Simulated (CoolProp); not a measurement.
R143a along the isotherm 195.4 K: density (kg/m³) from the reference equation and from simpler models built on Tc = 345.9 K, pc = 3762 kPa, ω = 0.261; each cubic takes its own stable root.

The numbers come from the reference Helmholtz-energy equation of state, Lemmon and Jacobsen 2000 in CoolProp.

```tsv
p (kPa)	phase	reference	van der Waals	Redlich-Kwong	Soave-Redlich-Kwong
188	liquid	1247	[?]	1025	1054
376	liquid	1247	[?]	1025	1054
564	liquid	1248	[?]	1026	1054
752	liquid	1248	695.5	1026	1055
940	liquid	1248	696.2	1027	1055
1130	liquid	1249	697.0	1027	1055
1320	liquid	1249	[?]	1028	1056
1500	liquid	1249	698.3	1028	1056
1690	liquid	1250	699.0	1029	1056
1880	liquid	1250	699.7	1029	1057
```

Fill in the missing entries.


- 188, van der Waals: 10.33
- 376, van der Waals: 694.0
- 564, van der Waals: 694.8
- 1320, van der Waals: 697.7

At some of these states van der Waals gives the other phase, because its saturation line lies elsewhere.
